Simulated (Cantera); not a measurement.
Charge: 1 mol Pb, a varied amount of O2, 28 mol N2, at 1402 °C and 9.20 bar.

Method: chemical equilibrium by Gibbs-energy minimisation in Cantera with the NASA 1993 tables (ideal gas, pure condensed phases). Candidate condensed phases: Pb, PbO, PbO2, Pb3O4; 12 gas species. Each liquid is taken as pure. Mutual solubility and eutectic melting of coexisting phases are not modelled. Gases not in the tables: (PbO)n polymers. Equilibrium is a limit: real reactors are often held back by kinetics, nucleation or transport.

x: gas mole fraction; n: condensed amount in mol.

```csv
n(O2) (mol),x N2,x O2,x Pb,x PbO,n Pb(l),n PbO(l)
0.014,0.987,1.48e-7,0.0121,0.000984,0.629,0
0.025,0.986,4.72e-7,0.0121,0.00176,0.607,0
0.046,0.985,1.59e-6,0.0121,0.00322,0.565,0
0.084,0.982,5.27e-6,0.0121,0.00587,0.488,0
0.15,0.981,7.33e-6,0.0121,0.00692,0.356,0.102
0.28,0.981,7.33e-6,0.0121,0.00692,___,___
0.51,0.991,___,___,0.00692,0,0.773
0.93,0.977,0.0148,0.000269,0.00692,0,0.794
```

**Question.** What belongs in the gaps?

**Answer.** 
- 0.28, n Pb(l): 0.0961
- 0.28, n PbO(l): 0.362
- 0.51, x O2: 0.000828
- 0.51, x Pb: 0.00113
